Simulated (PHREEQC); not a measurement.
A column of 0.2 m (30 cells, dispersivity 0.01 m, 60 s a shift, diffusion coefficient 3e-10 m²/s) holds 0.034 eq of the database's cation exchanger X per kg of pore water, first in equilibrium with 0.0014 mol/kgw KBr, 0.066 mol/kgw MnCl2 and 1e-05 mol/kgw HCl. It is flushed with 1.7 mmol/kgw MgSO4, 10 mmol/kgw CaCl2, 29 mmol/kgw NH4Cl and 0.01 mmol/kgw HCl, at 25 °C. Values are for the last cell. The system is closed to CO2. Precipitation was switched off in this run.

Base run: PHREEQC, ion-association model, phreeqc.dat. Each further column changes one thing. The table gives Ca in solution (mol/kgw).

```tsv
pore volumes	base	exchange capacity from 0.034 to 0.017 eq/kgw	dispersivity from 0.01 to 0.02 m
0	0	0	0
0.4167	9.37e-8	1.56e-6	9.47e-6
0.6833	3.81e-5	0.000242	0.000256
1.083	0.000557	0.00221	0.00138
1.483	0.00186	0.00521	0.00298
1.883	0.00441	0.00794	0.00490
2.15	0.00637	0.00901	0.00618
2.55	0.00845	0.00971	0.00774
2.95	0.00942	0.00992	0.00875
3.35	0.00979	0.00998	0.00934
3.617	0.00990	0.00999	0.00957
4.017	0.00997	0.01000	0.00978
```
